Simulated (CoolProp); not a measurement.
Vapour-liquid equilibrium of cis-2-butene (1) + acetone (2) at 0.0354 MPa; x and y are mole fractions of (1).

Computed with CoolProp (multi-fluid Helmholtz-energy mixture model, Lemmon 2005 and Lemmon 2006; pair parameters Bell 2016).

```
x      bubble temperature, mixture model (K)  bubble temperature, Raoult's law (K)  y, mixture model  y, Raoult's law
-----  -------------------------------------  ------------------------------------  ----------------  ---------------
0.05                                   285.3                                 295.2             0.532            0.274
0.125                                  271.6                                 287.6             0.781            0.529
0.2                                    264.5                                 281.4             0.861            0.679
0.275                                  260.5                                 276.4             0.895            0.774
0.35                                   258.2                                 272.3             0.913            0.837
0.425                                  256.9                                 268.7             0.923            0.881
0.5                                    256.1                                 265.6             0.929            0.913
0.575                                  255.6                                 263.0             0.933            0.937
0.65                                   255.1                                 260.6             0.937            0.955
0.725                                  254.7                                 258.4             0.942            0.969
0.8                                    254.1                                 256.5             0.949            0.980
0.875                                  253.5                                 254.8             0.961            0.989
0.95                                   252.7                                 253.2             0.980            0.996
```

The largest gap from Raoult's law is -16.9 K in bubble temperature, at x = 0.2. No azeotrope shows between x = 0.05 and 0.95.

The pair parameters rest on a limited set of measurements; away from them the model extrapolates. With so large a gap from Raoult's law the liquid may split in two, which this calculation doesn't test in full.
